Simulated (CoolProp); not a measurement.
Vapour-liquid equilibrium of carbon dioxide (1) + CH2F2 (R32) (2) at 2.12 MPa; x and y are mole fractions of (1).

Model: multi-fluid Helmholtz-energy mixture model, Span 1996 and Tillner-Roth 1997; pair parameters Bell 2016, in CoolProp.

| x | bubble temperature (K) | y at the bubble point | dew temperature at overall composition x (K) | liquid density (mol/L) |
|---|---|---|---|---|
| 0.05 | 302.7 | 0.117 | … | 18.09 |
| 0.125 | 296.7 | 0.274 | 302.4 | 18.60 |
| 0.2 | 291.2 | 0.407 | 299.6 | 19.08 |
| 0.275 | 286.1 | 0.519 | 296.7 | 19.54 |
| 0.35 | 281.5 | 0.611 | 293.6 | 19.96 |
| 0.425 | 277.4 | 0.687 | 290.4 | 20.37 |
| 0.5 | 273.7 | 0.750 | 287.0 | 20.76 |
| 0.575 | 270.3 | 0.803 | … | 21.13 |
| 0.65 | 267.2 | 0.849 | 279.5 | 21.50 |
| 0.725 | 264.4 | 0.888 | 275.2 | 21.85 |
| 0.8 | 261.8 | 0.923 | … | 22.21 |
| 0.875 | 259.3 | 0.954 | 265.3 | 22.57 |
| 0.95 | 257.0 | 0.982 | 259.6 | 22.94 |

Q: Fill in the missing entries.

A: 
- 0.05, dew temperature at overall composition x (K): 305.1
- 0.575, dew temperature at overall composition x (K): 283.4
- 0.8, dew temperature at overall composition x (K): 270.5

No azeotrope shows between x = 0.05 and 0.95.

Pair parameters are fitted to limited data, so mixtures are less certain than the pure fluids.
